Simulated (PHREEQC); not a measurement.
Make-up at 25 °C: 0.41 mol NaHSO4 and 0.00075 mol KOH per kg of water. Closed to the air; pH follows from the charge balance.

The numbers come from PHREEQC with the ion-association model, phreeqc.dat.

```tsv
quantity	before	after
pH	0.97	1.19
ionic strength (mol/kgw)	0.615	0.529
```

Problem. What was changed between the two runs?
A. KOH replaced by KF at the same molality
B. 0.0093 mol/kgw MnSO4 added
C. temperature from 25 to 75 °C
D. NaHSO4 from 0.41 to 0.451 mol/kgw
E. NaHSO4 left out

Solution. C, temperature from 25 to 75 °C

Precipitation was switched off in this run. Constants without temperature data keep their 25 °C values here.
